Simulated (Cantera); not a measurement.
A Cantera script and what it prints.

```python
import numpy as np
import cantera as ct

gas_names = [...]  # 136 gases of nasa_gas.yaml made of C, H, N, O
cond_names = """
    C(gr) C6H6(L) C7H8(L) C8H18(L),n-octa H2O(s) H2O(L)
""".split()


# ... load() reads the species with a 1 bar reference pressure and builds the phases ...
atoms = {
    'toluene': {'C': 7, 'H': 8},
    'CO2': {'C': 1, 'O': 2},
    'N2': {'N': 2},
}
top_T = {'C(gr)': 4500}  # K; cautious upper limits of use, not melting points


# ... equilibrate(T, P, feed) seeds the gas with the atoms and calls Mixture.equilibrate('TP', solver="vcs", rtol=1e-11, max_steps=5000) ...
results = []
feed = {'toluene': 1, 'CO2': 4.6, 'N2': 33}  # mol
T = 1850  # K
P = 2800  # Pa
mix = equilibrate(T, P, feed)
results.append((T, P, feed, dict(zip(mix.species_names, mix.species_moles))))
print(gas.report(threshold=1e-05))
for i in range(1, mix.n_phases):
    print(f"{mix.phase(i).name:16s} {mix.phase_moles(i):12.5e} mol")
```

It prints:

```
       temperature   1850 K
          pressure   2800 Pa
           density   0.0046919 kg/m^3
  mean mol. weight   25.775 kg/kmol
   phase of matter   gas

                          1 kg             1 kmol
                     ---------------   ---------------
          enthalpy        1.1292e+06        2.9104e+07  J
   internal energy        5.3238e+05        1.3722e+07  J
           entropy             10920        2.8147e+05  J/K
    Gibbs function       -1.9073e+07       -4.9161e+08  J
 heat capacity c_p            1382.2             35625  J/K
 heat capacity c_v            1059.6             27310  J/K

                      mass frac. Y      mole frac. X     chem. pot. / RT
                     ---------------   ---------------   ---------------
                CO            0.2163           0.19904           -39.816
    C2H2,acetylene        2.2472e-05        2.2244e-05           -30.478
                 H        3.6718e-05        0.00093888           -12.637
               HCN         0.0020094         0.0019163           -30.536
               HNC        8.5054e-05        8.1116e-05           -30.536
                H2         0.0066522          0.085049           -25.275
                N2           0.77489           0.71295           -30.595
     [ +129 minor]        1.2227e-06        9.8418e-07

C(gr)             2.30558e+00 mol
```

Equilibrium computed with Cantera from the NASA thermochemical tables; the gas is ideal and each condensed phase is pure.
